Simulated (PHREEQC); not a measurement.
A column of 1 m (30 cells, dispersivity 0.05 m, 60 s a shift, diffusion coefficient 3e-10 m²/s) holds 0.094 eq of the database's cation exchanger X per kg of pore water, first in equilibrium with 0.033 mol CaCl2, 0.0074 mol CdCl2 and 1e-05 mol HCl per kg of water. It is flushed with 0.05 mol KBr, 0.043 mol ZnCl2 and 1e-05 mol HCl per kg of water, at 25 °C. Values are for the last cell. CO2 from the air is kept out. No solid was allowed to form.

The series has 31 steps of pore volumes, from 0 to 4.017.

Equilibrium calculation in PHREEQC: ion-association model, phreeqc.dat.

Problem. After how many pore volumes does Br at the outlet first reach half of its feed value?

Solution. By 1.1 pore volumes.

Problem. After how many pore volumes does K at the outlet first reach half of its feed value?

Solution. By 1.8 pore volumes.

Problem. After how many pore volumes does Zn at the outlet first reach half of its feed value?

Solution. By 1.6 pore volumes.
